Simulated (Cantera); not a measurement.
Charge: 1 mol Si2Cl6, 5.5 mol NH3, at 1575 K.

Equilibrium computed with Cantera from the NASA thermochemical tables; the gas is ideal and each condensed phase is pure. Candidate condensed phases: NH4Cl, Si, Si3N4; 28 gas species. The feed counts by its element totals alone. Equilibrium is a limit: real reactors are often held back by kinetics, nucleation or transport.

Q: Which condensed phases are stable at each of these points (P (Pa)): 5, 17, 59, 210, 710, 2400, 8400, 29000, 100000?

A: 
| P (Pa) | condensed phases | Si condensed (%) |
|---|---|---|
| 5 | Si(s) | 0.4 |
| 17 | Si(s) | 1.1 |
| 59 | Si(s) | 1.3 |
| 210 | Si3N4(s) | 11.2 |
| 710 | Si3N4(s) | 28.3 |
| 2400 | Si3N4(s) | 45.5 |
| 8400 | Si3N4(s) | 60.5 |
| 29000 | Si3N4(s) | 70.2 |
| 100000 | Si3N4(s) | 74.7 |

From 5.00 Pa to 59.0 Pa the condensed part is Si(s). From 2.10 mbar to 1.00 bar the condensed part is Si3N4(s).
